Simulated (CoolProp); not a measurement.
Vapour-liquid equilibrium of n-perfluorobutane (1) + R365MFC (2) at 253.7 K; x and y are mole fractions of (1).

The numbers come from the multi-fluid Helmholtz-energy mixture model, Gao 2022 and Lemmon 2016; pair parameters Bell 2016 in CoolProp.

```csv
x,"bubble pressure, mixture model (MPa)","bubble pressure, Raoult's law (MPa)","y, mixture model","y, Raoult's law"
0.05,?,0.008424,0.690,0.281
0.125,0.03139,0.01150,?,0.515
0.2,0.03706,0.01458,0.847,0.650
0.275,0.03970,0.01765,0.860,0.738
0.35,?,0.02073,0.866,0.800
0.425,0.04141,0.02381,?,0.846
0.5,0.04178,0.02688,0.872,0.881
0.575,?,0.02996,0.875,0.910
0.65,0.04279,0.03304,0.881,0.932
0.725,?,0.03611,0.890,0.951
0.8,0.04459,0.03919,0.905,0.967
0.875,0.04571,0.04227,0.929,0.981
0.95,0.04680,0.04534,0.966,0.993
```

Task: Fill in the missing entries.

Result: 
- 0.05, bubble pressure, mixture model (MPa): 0.01981
- 0.125, y, mixture model: 0.813
- 0.35, bubble pressure, mixture model (MPa): 0.04087
- 0.425, y, mixture model: 0.869
- 0.575, bubble pressure, mixture model (MPa): 0.04220
- 0.725, bubble pressure, mixture model (MPa): 0.04360

The largest gap from Raoult's law is +173.0 % in bubble pressure, at x = 0.125. No azeotrope shows between x = 0.05 and 0.95.

Pair parameters are fitted to limited data, so mixtures are less certain than the pure fluids. With so large a gap from Raoult's law the liquid may split in two, which this calculation doesn't test in full.
